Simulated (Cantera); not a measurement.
A freely propagating, adiabatic, planar premixed flame of H2 : O2 : N2 = 1 : 0.263 : 0.95 (molar parts), unburnt at 498 K and 203 Torr; mixture-averaged transport, grid criteria slope 0.08 and curve 0.16, no radiation.

Detailed kinetics in Cantera: the H2/O2 subset of GRI-Mech 3.0, which has no nitrogen chemistry. Burning velocities carry a grid error of a few per cent, more on coarse grids.

Problem. Predict: laminar burning velocity; thermal thickness; peak x(O); peak x(OH); peak x(H); peak x(HO2).

Solution. 
```json
{
  "laminar_burning_velocity": "586 cm/s",
  "thermal_thickness": "2.30 mm",
  "peak x(O)": "0.00524",
  "peak x(OH)": "0.00583",
  "peak x(H)": "0.117",
  "peak x(HO2)": "0.000122"
}
```
